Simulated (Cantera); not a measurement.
**TiCl₄ + O₂ (titanium nitride, carbide and oxide coatings)**

Charge: 1 mol TiCl₄, 0.071 mol O₂, held at 4800 Pa.

Method: chemical equilibrium by Gibbs-energy minimisation in Cantera with the NASA 1993 tables (ideal gas, pure condensed phases). Candidate condensed phases: Ti, TiCl₂, TiCl₃, TiCl₄, TiO, TiO₂, Ti₂O₃, Ti₃O₅, Ti₄O₇; 15 gas species. The tables' values for TiCl₂, TiOCl are old estimates; treat these amounts as uncertain. Condensed phases not in the tables: Magnéli phases beyond Ti₄O₇. Equilibrium is a limit: real reactors are often held back by kinetics, nucleation or transport.

```tsv
T (°C)	x TiCl₄	x Cl	x TiCl₃	x Cl₂	x TiOCl₂	n TiO₂(rutile)	n Ti₄O₇(l)
1025	0.859	0.0194	5.59e-5	0.122	1.42e-6	0.0710	0
1100	0.852	0.0352	0.000176	0.113	6.43e-6	0.0710	0
1175	0.841	0.0586	0.000503	0.0996	2.48e-5	0.0710	0
1250	0.827	0.0893	0.00134	0.0826	8.35e-5	0.0709	0
1325	0.808	0.125	0.00337	0.0634	0.000249	0.0708	0
1400	0.785	0.161	0.00815	0.0449	0.000668	0.0706	0
1475	0.754	0.195	0.0188	0.0302	0.00163	0.0700	0
1550	0.707	0.229	0.0400	0.0203	0.00365	0.0687	0
1625	0.636	0.266	0.0760	0.0142	0.00745	0.0662	0
1700	0.538	0.311	0.127	0.0105	0.0139	0.0614	0
1775	0.422	0.360	0.185	0.00801	0.0237	0.0532	0
1850	0.304	0.417	0.237	0.00631	0.0331	0	0.0125
1925	0.206	0.457	0.286	0.00464	0.0405	0	0.00990
```
x: gas mole fraction; n: condensed amount in mol.

From 1025 °C to 1775 °C the condensed part is TiO₂(rutile). From 1850 °C to 1925 °C the condensed part is Ti₄O₇(l). The main Ti-bearing gas is TiCl₄ at 1025 °C and TiCl₃ at 1925 °C.
